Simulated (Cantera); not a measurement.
Cantera run:

```python
import numpy as np
import cantera as ct

gas_names = """
    H HO2 H2 H2O H2O2 O OH O2 O3 V VO VO2
""".split()
cond_names = """
    H2O(s) H2O(L) V(cr) V(L) VO(s) VO(L) V2O3(s) V2O3(L) V2O4(I) V2O4(II) V2O4(L) V2O5(s) V2O5(L)
""".split()


# ... load() reads the species with a 1 bar reference pressure and builds the phases ...
atoms = {
    'V': {'V': 1},
    'H2O': {'H': 2, 'O': 1},
}
top_T = {}  # K; cautious upper limits of use, not melting points


# ... equilibrate(T, P, feed) seeds the gas with the atoms and calls Mixture.equilibrate('TP', solver="vcs", rtol=1e-11, max_steps=5000) ...
results = []
feed = {'V': 1, 'H2O': 0.24}  # mol
P = 870000  # Pa
for T in [1848, 1873, 1898, 1923, 1948, 1973, 1998, 2023, 2048, 2073, 2098, 2123, 2148]:
    mix = equilibrate(T, P, feed)
    results.append((T, P, feed, dict(zip(mix.species_names, mix.species_moles))))

top = {s: max(r[3][s] / sum(r[3][g] for g in gas_names) for r in results) for s in gas_names}
cols = sorted((s for s in top if top[s] > 0.0001), key=lambda s: -top[s])[:9]
seen = [c for c in cond_names if any(r[3].get(c, 0) > 1e-12 for r in results)]
print("log10 of partial pressures in bar; condensed amounts in mol")
print(f"{'T/K':>10s}" + "".join(f"{s[:9]:>10s}" for s in cols + seen))
for T, P, feed, n in results:
    ng = sum(n[g] for g in gas_names)
    print(f"{T:10.4g}" + "".join(f"{np.log10(max(n[s] / ng * P / 1e5, 1e-99)):10.3f}" for s in cols)
          + "".join(f"{n.get(c, 0):10.4g}" for c in seen))
```

It prints:

```
log10 of partial pressures in bar; condensed amounts in mol
       T/K        H2         H       H2O     V(cr)     VO(s)     VO(L)
      1848     0.939    -2.806    -2.876      0.76      0.24         0
      1873     0.939    -2.720    -2.815      0.76      0.24         0
      1898     0.939    -2.637    -2.756      0.76      0.24         0
      1923     0.939    -2.556    -2.699    0.7601    0.2399         0
      1948     0.939    -2.477    -2.644    0.7601    0.2399         0
      1973     0.939    -2.400    -2.590    0.7601    0.2399         0
      1998     0.939    -2.325    -2.537    0.7601    0.2399         0
      2023     0.939    -2.252    -2.486    0.7601    0.2399         0
      2048     0.939    -2.180    -2.437    0.7601    0.2399         0
      2073     0.939    -2.111    -2.395    0.7601         0    0.2399
      2098     0.939    -2.042    -2.364    0.7601         0    0.2399
      2123     0.939    -1.976    -2.334    0.7601         0    0.2399
      2148     0.939    -1.911    -2.305    0.7601         0    0.2399
```

Method: chemical equilibrium by Gibbs-energy minimisation in Cantera with the NASA 1993 tables (ideal gas, pure condensed phases). Mutual solubility and eutectic melting of coexisting phases are not modelled. VO: taken at fixed stoichiometry. Condensed phases not in the tables: N, O or C dissolved in the metal.
